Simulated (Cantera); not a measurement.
**Moist CO burnout**

An isothermal, constant-pressure homogeneous reactor starts with 0.210 % CO, 4.48 % O2, 0.0248 % H2O, 95.3 % N2, at 1398 K and 2780 Torr.

Computed with Cantera and GRI-Mech 3.0 (53 species, 325 reactions).

```json
[
 {"t (s)": "0.000200", "x CO": "0.00210", "x O2": "0.0448", "x H2O": "0.000248", "x H": "1.17e-10", "x HO2": "1.10e-9", "x O": "5.19e-8"},
 {"t (s)": "0.000887", "x CO": "0.00210", "x O2": "0.0448", "x H2O": "0.000248", "x H": "3.18e-9", "x HO2": "5.17e-8", "x O": "5.92e-7"},
 {"t (s)": "0.00394", "x CO": "0.00167", "x O2": "0.0445", "x H2O": "0.000239", "x H": "8.01e-7", "x HO2": "1.65e-6", "x O": "8.11e-5"},
 {"t (s)": "0.0175", "x CO": "0.000338", "x O2": "0.0439", "x H2O": "0.000244", "x H": "1.15e-7", "x HO2": "6.81e-7", "x O": "2.16e-5"},
 {"t (s)": "0.0775", "x CO": "1.69e-5", "x O2": "0.0438", "x H2O": "0.000246", "x H": "3.71e-9", "x HO2": "7.64e-8", "x O": "2.03e-6"},
 {"t (s)": "0.344", "x CO": "2.19e-7", "x O2": "0.0438", "x H2O": "0.000248", "x H": "8.90e-11", "x HO2": "3.52e-9", "x O": "1.69e-7"},
 {"t (s)": "1.52", "x CO": "4.98e-9", "x O2": "0.0438", "x H2O": "0.000248", "x H": "4.08e-11", "x HO2": "1.89e-9", "x O": "1.00e-7"},
 {"t (s)": "6.76", "x CO": "4.97e-9", "x O2": "0.0438", "x H2O": "0.000248", "x H": "4.08e-11", "x HO2": "1.89e-9", "x O": "1.00e-7"},
 {"t (s)": "30.0", "x CO": "4.97e-9", "x O2": "0.0438", "x H2O": "0.000248", "x H": "4.08e-11", "x HO2": "1.89e-9", "x O": "1.00e-7"}
]
```
x: mole fraction; the columns are a selection and need not sum to one.

Equilibrium at this temperature and pressure: CO 4.98e-9, O2 0.0436, H2O 0.000248, H 4.08e-11, HO2 1.89e-9, O 1.00e-7 (gas phase only).
